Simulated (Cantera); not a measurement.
An isothermal, constant-pressure homogeneous reactor starts with 10.4 % NH3, 89.6 % N2, at 2375 K and 0.0691 atm.

Cantera simulation using the gas-phase N/H chemistry of the illustrative SiF4/NH3 mechanism in the Surface Chemkin manual (1991); the numbers are that mechanism's predictions, not measurements. Walls and surfaces, which speed up NH3 decomposition in real reactors, are not modelled.

x: mole fraction; the columns are a selection and need not sum to one.

```csv
t (s),x NH3,x H,x NH2,x N2H2,x N,x NH
4.00e-6,0.104,5.38e-6,1.37e-5,2.21e-11,<1e-12,1.32e-9
1.13e-5,0.104,7.27e-6,4.64e-5,3.91e-10,1.55e-11,1.99e-8
3.17e-5,0.104,7.49e-6,0.000143,4.85e-9,5.51e-10,2.20e-7
8.94e-5,0.104,7.83e-6,0.000412,5.49e-8,1.37e-8,2.13e-6
0.000252,0.103,1.21e-5,0.00111,5.93e-7,1.64e-7,1.39e-5
0.000710,0.100,4.03e-5,0.00210,2.77e-6,9.89e-7,4.10e-5
0.00200,0.0925,0.000106,0.00183,3.03e-6,3.72e-6,5.99e-5
0.00563,?,?,?,?,?,?
0.0159,0.0399,0.000499,0.000722,1.01e-6,1.12e-5,6.17e-5
0.0447,0.00799,0.00112,0.000219,1.59e-7,1.11e-5,3.47e-5
0.126,?,?,?,7.93e-10,?,?
0.355,3.83e-7,0.0127,1.16e-7,<1e-12,8.10e-7,2.20e-7
1.00,4.16e-8,0.0190,1.95e-8,<1e-12,3.23e-7,5.70e-8
```

Fill in the missing entries.


- 0.00563, x NH3: 0.0737
- 0.00563, x H: 0.000231
- 0.00563, x NH2: 0.00127
- 0.00563, x N2H2: 2.15e-6
- 0.00563, x N: 8.06e-6
- 0.00563, x NH: 6.85e-5
- 0.126, x NH3: 9.08e-5
- 0.126, x H: 0.00407
- 0.126, x NH2: 8.53e-6
- 0.126, x N: 5.65e-6
- 0.126, x NH: 4.96e-6
